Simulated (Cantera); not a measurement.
Feed: 1 mol SiCl4, 1.9 mol HCl, 0.59 mol H2, held at 825 °C and 143 Torr.

These are equilibrium values from Cantera (NASA tables, ideal gas, pure condensed phases), not measurements of a reactor. The tables' values for SiCl3 are old estimates; treat these amounts as uncertain. The numbers say what is thermodynamically allowed, not how fast it happens.

```json
[
 {"species": "H2", "before": "0.168", "after": "0.496"},
 {"species": "HCl", "before": "0.546", "after": "0.332"},
 {"species": "SiCl4", "before": "0.285", "after": "0.168"},
 {"species": "SiCl2", "before": "7.54e-6", "after": "3.56e-5"},
 {"species": "SiHCl3", "before": "0.00127", "after": "0.00366"},
 {"species": "SiCl3", "before": "0.000391", "after": "0.000653"}
]
```
Gas species are given as mole fractions.

Q: What was changed between the two runs?
A) temperature from 825 °C to 300 °C
B) H2 from 0.59 to 0.32 mol
C) HCl from 1.9 to 4.3 mol
D) H2 from 0.59 to 2.9 mol

A: D, H2 from 0.59 to 2.9 mol
